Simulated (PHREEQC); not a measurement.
AlCl3 is added in steps, without added water, to 1 kg of water holding 0.0074 mol HF, 0.011 mol NH4HF2 and 0.13 mol H2SO4, at 25 °C. Oxygen is held at 0.21 atm. No CO2 enters from the air. Only these solids could form: Al(OH)3(a).

Base run: PHREEQC, ion-association model, phreeqc.dat. Each further column changes one thing. The table gives pH.

```json
[
 {"AlCl3 added (mol)": "0", "base": "0.94", "H2SO4 from 0.13 to 0.065 mol/kgw": "___", "H2SO4 from 0.13 to 0.117 mol/kgw": "0.98", "diluted 10-fold with water": "1.79", "no solid may form": "0.94"},
 {"AlCl3 added (mol)": "0.039", "base": "0.85", "H2SO4 from 0.13 to 0.065 mol/kgw": "___", "H2SO4 from 0.13 to 0.117 mol/kgw": "0.88", "diluted 10-fold with water": "1.68", "no solid may form": "0.85"},
 {"AlCl3 added (mol)": "0.08775", "base": "0.80", "H2SO4 from 0.13 to 0.065 mol/kgw": "___", "H2SO4 from 0.13 to 0.117 mol/kgw": "0.84", "diluted 10-fold with water": "1.69", "no solid may form": "0.80"},
 {"AlCl3 added (mol)": "0.1268", "base": "0.78", "H2SO4 from 0.13 to 0.065 mol/kgw": "___", "H2SO4 from 0.13 to 0.117 mol/kgw": "0.82", "diluted 10-fold with water": "1.69", "no solid may form": "0.78"},
 {"AlCl3 added (mol)": "0.1755", "base": "0.76", "H2SO4 from 0.13 to 0.065 mol/kgw": "1.00", "H2SO4 from 0.13 to 0.117 mol/kgw": "0.80", "diluted 10-fold with water": "1.69", "no solid may form": "0.76"},
 {"AlCl3 added (mol)": "0.2145", "base": "0.75", "H2SO4 from 0.13 to 0.065 mol/kgw": "1.00", "H2SO4 from 0.13 to 0.117 mol/kgw": "0.79", "diluted 10-fold with water": "1.69", "no solid may form": "0.75"},
 {"AlCl3 added (mol)": "0.2632", "base": "0.74", "H2SO4 from 0.13 to 0.065 mol/kgw": "0.99", "H2SO4 from 0.13 to 0.117 mol/kgw": "0.78", "diluted 10-fold with water": "1.70", "no solid may form": "0.74"},
 {"AlCl3 added (mol)": "0.3023", "base": "0.74", "H2SO4 from 0.13 to 0.065 mol/kgw": "0.99", "H2SO4 from 0.13 to 0.117 mol/kgw": "0.78", "diluted 10-fold with water": "1.70", "no solid may form": "0.74"},
 {"AlCl3 added (mol)": "0.351", "base": "0.73", "H2SO4 from 0.13 to 0.065 mol/kgw": "0.99", "H2SO4 from 0.13 to 0.117 mol/kgw": "0.77", "diluted 10-fold with water": "1.70", "no solid may form": "0.73"},
 {"AlCl3 added (mol)": "0.39", "base": "0.73", "H2SO4 from 0.13 to 0.065 mol/kgw": "0.99", "H2SO4 from 0.13 to 0.117 mol/kgw": "0.77", "diluted 10-fold with water": "1.70", "no solid may form": "0.73"}
]
```

**Question.** Fill in the missing entries.

**Answer.** 
- 0, H2SO4 from 0.13 to 0.065 mol/kgw: 1.22
- 0.039, H2SO4 from 0.13 to 0.065 mol/kgw: 1.07
- 0.08775, H2SO4 from 0.13 to 0.065 mol/kgw: 1.02
- 0.1268, H2SO4 from 0.13 to 0.065 mol/kgw: 1.01

The ionic strength passes 0.7 mol/kgw, the rough limit of the ion-association models, in part of: base; H2SO4 from 0.13 to 0.065 mol/kgw; H2SO4 from 0.13 to 0.117 mol/kgw; diluted 10-fold with water; no solid may form. Fluoro complexes past AlF4- and FeF3 are missing from the database.
